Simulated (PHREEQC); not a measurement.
# Alkaline etch or developer

Dissolve 0.00036 mol/kgw TMAH, 0.022 mol/kgw H3BO3 and 0.00021 mol/kgw (CH3)4NCl at 20 °C. Closed to the air; pH follows from the charge balance.

Model: ion-association model, phreeqc.dat, run in PHREEQC.

This is a speciation only: nothing precipitates in the calculation.

Estimate the pH.

pH 7.49.

In which forms is B present?

H3BO3 98 %, H2BO3- 1.6 % of the B.

(CH3)4N+ isn't in the database: it is added as a free cation with an ion size of 4 Å.
